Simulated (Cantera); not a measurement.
A closed system holds: 1 mol SiCl₄, 16 mol O₂, held at 68.0 mbar.

These are equilibrium values from Cantera (NASA tables, ideal gas, pure condensed phases), not measurements of a reactor. Candidate condensed phases: Si, SiO₂; 15 gas species. Rates play no part.

log p: log10 of the partial pressure in bar; n: condensed amount in mol.

```json
[
 {"T (K)": "575", "log p O₂": "-1.22", "log p Cl₂": "-2.10", "log p Cl": "-9.22", "log p ClO": "-10.20", "n SiO₂(α-quartz)": "1.00", "n SiO₂(β-quartz)": "0"},
 {"T (K)": "600", "log p O₂": "-1.22", "log p Cl₂": "-2.10", "log p Cl": "-8.76", "log p ClO": "-9.81", "n SiO₂(α-quartz)": "1.00", "n SiO₂(β-quartz)": "0"},
 {"T (K)": "625", "log p O₂": "-1.22", "log p Cl₂": "-2.10", "log p Cl": "-8.33", "log p ClO": "-9.46", "n SiO₂(α-quartz)": "1.00", "n SiO₂(β-quartz)": "0"},
 {"T (K)": "650", "log p O₂": "-1.22", "log p Cl₂": "-2.10", "log p Cl": "___", "log p ClO": "___", "n SiO₂(α-quartz)": "1.00", "n SiO₂(β-quartz)": "0"},
 {"T (K)": "675", "log p O₂": "-1.22", "log p Cl₂": "-2.10", "log p Cl": "-7.57", "log p ClO": "-8.83", "n SiO₂(α-quartz)": "1.00", "n SiO₂(β-quartz)": "0"},
 {"T (K)": "700", "log p O₂": "-1.22", "log p Cl₂": "-2.10", "log p Cl": "-7.23", "log p ClO": "-8.55", "n SiO₂(α-quartz)": "1.00", "n SiO₂(β-quartz)": "0"},
 {"T (K)": "725", "log p O₂": "-1.22", "log p Cl₂": "-2.10", "log p Cl": "-6.91", "log p ClO": "-8.29", "n SiO₂(α-quartz)": "1.00", "n SiO₂(β-quartz)": "0"},
 {"T (K)": "750", "log p O₂": "-1.22", "log p Cl₂": "-2.10", "log p Cl": "-6.62", "log p ClO": "-8.05", "n SiO₂(α-quartz)": "1.00", "n SiO₂(β-quartz)": "0"},
 {"T (K)": "775", "log p O₂": "-1.22", "log p Cl₂": "-2.10", "log p Cl": "-6.34", "log p ClO": "-7.82", "n SiO₂(α-quartz)": "1.00", "n SiO₂(β-quartz)": "0"},
 {"T (K)": "800", "log p O₂": "-1.22", "log p Cl₂": "-2.10", "log p Cl": "-6.08", "log p ClO": "-7.60", "n SiO₂(α-quartz)": "1.00", "n SiO₂(β-quartz)": "0"},
 {"T (K)": "825", "log p O₂": "-1.22", "log p Cl₂": "-2.10", "log p Cl": "___", "log p ClO": "___", "n SiO₂(α-quartz)": "1.00", "n SiO₂(β-quartz)": "0"},
 {"T (K)": "850", "log p O₂": "-1.22", "log p Cl₂": "-2.10", "log p Cl": "-5.60", "log p ClO": "-7.21", "n SiO₂(α-quartz)": "0", "n SiO₂(β-quartz)": "1.00"},
 {"T (K)": "875", "log p O₂": "-1.22", "log p Cl₂": "-2.10", "log p Cl": "-5.39", "log p ClO": "-7.04", "n SiO₂(α-quartz)": "0", "n SiO₂(β-quartz)": "1.00"}
]
```

Q: What belongs in the gaps?

A: 
- 825, log p Cl: -5.83
- 825, log p ClO: -7.40
- 650, log p Cl: -7.93
- 650, log p ClO: -9.13
